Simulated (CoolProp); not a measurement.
A Linde-Hampson liquefier for oxygen: isothermal reversible compression at 280 K from 1 atm to 15 MPa, throttling to 1 atm, return gas leaving the recuperator 10 K below the feed. Each further row changes one setting.

Model: reference Helmholtz-energy equation of state, Schmidt 1985, in CoolProp.

| case | liquid yield per pass | compression work (kJ/kg of gas) |
|---|---|---|
| as stated | (withheld) | 356 |
| high pressure 30 MPa | (withheld) | 402 |
| warm-end temperature 310 K | (withheld) | (withheld) |
| warm-end gap 15 K | (withheld) | 356 |

Question: Fill in the missing entries.

Answer: 
- as stated, liquid yield per pass: 0.080
- high pressure 30 MPa, liquid yield per pass: 0.145
- warm-end temperature 310 K, liquid yield per pass: 0.055
- warm-end temperature 310 K, compression work (kJ/kg of gas): 398
- warm-end gap 15 K, liquid yield per pass: 0.068

Above 300 K oxygen's equation is extrapolated.
